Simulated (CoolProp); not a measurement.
A Linde-Hampson liquefier for normal hydrogen: isothermal reversible compression at 230 K from 1 atm to 15 MPa, throttling to 1 atm, return gas leaving the recuperator 10 K below the feed. Each further row changes one setting.

Computed with CoolProp (reference Helmholtz-energy equation of state, Leachman 2009).

```json
[
 {"case": "as stated", "compression work (kJ/kg of gas)": "4840"},
 {"case": "high pressure 30 MPa", "compression work (kJ/kg of gas)": "5600"},
 {"case": "warm-end temperature 260 K", "compression work (kJ/kg of gas)": "5460"},
 {"case": "warm-end gap 15 K", "compression work (kJ/kg of gas)": "4840"}
]
```
